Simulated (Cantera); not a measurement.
NO annealing gas

A perfectly stirred reactor is fed with 89.3 % NO, 10.7 % N2, at 1.00 bar; it is held at 1800 K, and followed from long to short residence time.

Cantera simulation using GRI-Mech 3.0 (53 species, 325 reactions); the numbers are that mechanism's predictions, not measurements.

```json
[
 {"τ (s)": "1.7", "x NO": "0.583", "x O": "4.96e-5", "x O2": "0.154", "x N2O": "0.000136", "x N2": "0.262"},
 {"τ (s)": "0.73", "x NO": "0.706", "x O": "3.94e-5", "x O2": "0.0922", "x N2O": "0.000202", "x N2": "0.200"},
 {"τ (s)": "0.32", "x NO": "0.793", "x O": "3.03e-5", "x O2": "0.0491", "x N2O": "0.000257", "x N2": "0.157"},
 {"τ (s)": "0.14", "x NO": "0.844", "x O": "2.32e-5", "x O2": "0.0237", "x N2O": "0.000292", "x N2": "0.131"},
 {"τ (s)": "0.063", "x NO": "0.870", "x O": "1.86e-5", "x O2": "0.0110", "x N2O": "0.000307", "x N2": "0.118"},
 {"τ (s)": "0.028", "x NO": "0.882", "x O": "1.56e-5", "x O2": "0.00477", "x N2O": "0.000306", "x N2": "0.112"},
 {"τ (s)": "0.012", "x NO": "0.888", "x O": "1.36e-5", "x O2": "0.00187", "x N2O": "0.000288", "x N2": "0.109"},
 {"τ (s)": "0.0054", "x NO": "0.891", "x O": "1.18e-5", "x O2": "0.000686", "x N2O": "0.000250", "x N2": "0.108"},
 {"τ (s)": "0.0024", "x NO": "0.892", "x O": "9.53e-6", "x O2": "0.000199", "x N2O": "0.000191", "x N2": "0.107"}
]
```
x: mole fraction; the columns are a selection and need not sum to one.
